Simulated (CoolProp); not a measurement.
Carbon dioxide along the isobar 41 MPa: fugacity coefficient from the reference equation and from simpler models built on Tc = 304.1 K, pc = 7.377 MPa, ω = 0.224; each cubic takes its own stable root.

Model: reference Helmholtz-energy equation of state, Span 1996, in CoolProp.

```tsv
T (K)	phase	reference	van der Waals	Redlich-Kwong	Soave-Redlich-Kwong
280.5	liquid	0.1545	0.2563	0.1792	0.1673
297.6	liquid	0.2081	0.2979	0.2303	?
314.8	supercritical	0.2675	0.3402	?	0.2921
332	supercritical	0.3302	0.3823	0.3406	0.3617
349.2	supercritical	?	0.4239	0.3963	0.4325
366.4	supercritical	0.4574	0.4645	0.4507	0.5024
383.6	supercritical	0.5184	0.5037	0.5030	0.5694
400.8	supercritical	0.5759	0.5415	0.5523	?
418	supercritical	0.6293	0.5775	0.5983	0.6904
435.2	supercritical	0.6783	?	?	0.7432
452.3	supercritical	0.7224	0.6437	0.6797	?
469.5	supercritical	?	0.6739	0.7154	0.8333
486.7	supercritical	0.7985	0.7022	0.7478	0.8714
```

### Question
What belongs in the gaps?

### Answer

- 297.6, Soave-Redlich-Kwong: 0.2264
- 314.8, Redlich-Kwong: 0.2848
- 349.2, reference: 0.3942
- 400.8, Soave-Redlich-Kwong: 0.6324
- 435.2, van der Waals: 0.6116
- 435.2, Redlich-Kwong: 0.6409
- 452.3, Soave-Redlich-Kwong: 0.7906
- 469.5, reference: 0.7625
